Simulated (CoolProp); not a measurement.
Values from CoolProp's reference Helmholtz-energy equation of state, Lemmon 2003. It is a pseudo-pure fit of the blend.

Problem. For R507A, give the phase and the cp (kJ/(kg K)), isothermal compressibility (1/MPa), viscosity (µPa s), Prandtl number at 420.2 K and 4.63 MPa.

Solution. 
- 420.2 K and 4.63 MPa: supercritical; cp 1.32, isothermal compressibility 0.282, viscosity 21.3, Prandtl number 1.00

Viscosity comes from a separate model (Geller 2000). Thermal conductivity comes from a separate model (Geller 2001).
